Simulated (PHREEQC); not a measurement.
Synthetic water in mg/kgw, 68 °C, pH 6.23, pe 12.5:

```
constituent          mg/kgw
------------------  -------
Na                     5.83
K                     0.332
Ca                     4.85
Mg                     2.74
Cl                     21.3
S(6) as SO4             3.2
Alkalinity as HCO3     3.59
Cu(2)               0.00774
F                   0.00259
```

Valence states are taken as typed.

Computed with PHREEQC (ion-association model, phreeqc.dat).

```yaml
ionic_strength: 0.000986 mol/kgw
activity_of_water: 0.791
specific_conductance: 192 µS/cm
charge_balance_error: 0.2 %
```

| species | molality | activity | log γ |
|---|---|---|---|
| O2 | 12.3 | 12.3 | 0.000 |
| Cl- | 0.000601 | 0.000578 | -0.017 |
| Na+ | 0.000253 | 0.000244 | -0.017 |
| Ca+2 | 0.000120 | 0.000103 | -0.066 |
| Mg+2 | 0.000111 | 9.54e-5 | -0.066 |
| CO2 | 8.50e-5 | 8.51e-5 | 0.000 |
| HCO3- | 5.90e-5 | 5.68e-5 | -0.017 |
| SO4-2 | 3.10e-5 | 2.67e-5 | -0.066 |

Precipitation was switched off in this run. At this temperature some constants are extrapolated from 25 °C, and those without enthalpy data are left unchanged.
